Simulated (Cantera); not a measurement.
Charge: 1 mol Si, 3.5 mol HCl, 6.4 mol H2, equilibrated at 648 K and 0.160 bar.

Equilibrium computed with Cantera from the NASA thermochemical tables; the gas is ideal and each condensed phase is pure. Candidate condensed phases: Si; 19 gas species. Equilibrium is a limit: real reactors are often held back by kinetics, nucleation or transport.

Base state: H2 0.894, SiCl4 0.0732, SiHCl3 0.0321, SiH2Cl2 0.000814, HCl 0.000159 (mole fractions); condensed: Si(s).

**Question.** What changes in the equilibrium state with this change: pressure from 0.160 bar to 2.80 bar?

**Answer.** 
```json
[
 {"species": "H2", "before": "0.894", "after": "0.888"},
 {"species": "SiCl4", "before": "0.0732", "after": "0.0587"},
 {"species": "SiHCl3", "before": "0.0321", "after": "0.0511"},
 {"species": "SiH3Cl", "before": "4.22e-6", "after": "2.63e-5"},
 {"species": "SiH2Cl2", "before": "0.000814", "after": "0.00256"},
 {"species": "Si(s), mol", "before": "0.0498", "after": "0"}
]
```

**Question.** What changes in the equilibrium state with this change: temperature from 648 K to 1523.15 K?

**Answer.** 
```csv
species,before,after
H2,0.894,0.763
HCl,0.000159,0.137
SiCl2,1.60e-8,0.0808
SiCl3,1.33e-6,0.0109
SiCl4,0.0732,0.00441
SiHCl3,0.0321,0.00275
H,<1e-9,5.06e-5
SiH2Cl2,0.000814,0.000277
"Si(s), mol",0.0498,0.0311
```
The tables' values for SiCl3 are old estimates; treat these amounts as uncertain.

**Question.** What changes in the equilibrium state with this change: pressure from 0.160 bar to 0.290 bar?

**Answer.** 
| species | before | after |
|---|---|---|
| H2 | 0.894 | 0.892 |
| SiCl4 | 0.0732 | 0.0702 |
| SiHCl3 | 0.0321 | 0.0361 |
| SiH2Cl2 | 0.000814 | 0.00107 |
| HCl | 0.000159 | 0.000135 |
| Si(s), mol | 0.0498 | 0.0398 |
